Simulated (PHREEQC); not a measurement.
**Buffer (model solution)**

Make-up at 20 °C: 0.0076 mol/kgw KH2PO4, 0.005 mol/kgw NH3 and 0.00011 mol/kgw NaCl. Closed to the air; pH follows from the charge balance.

Computed with PHREEQC (ion-association model, wateq4f.dat).

No solid was allowed to form.

Task: Predict the pH, ionic strength.

Result: pH 7.32; ionic strength 0.0175 mol/kgw.

Task: In which forms is P present?

Result: HPO4-2 65 %, H2PO4- 35 %, KHPO4- 0.6 % of the P.

Species that the database lacks are ignored. H3PO4, which wateq4f.dat lacks, is added to it with the constant of phreeqc.dat.
